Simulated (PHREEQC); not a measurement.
Make-up at 20 °C: 0.012 mol/kgw ZnSO4, 0.00067 mol/kgw MgSO4 and 0.013 mol/kgw Na2SO4. Closed to the air; pH follows from the charge balance.

Equilibrium calculation in PHREEQC: ion-association model, phreeqc.dat.

**Question.** The ionic strength comes out as 0.0643 mol/kgw. What activity coefficients do Zn+2, SO4-2, ZnOH+, Na+, NaSO4- get?

**Answer.** Zn+2 0.43, SO4-2 0.43, ZnOH+ 0.81, Na+ 0.81, NaSO4- 0.81.

Precipitation was switched off in this run.
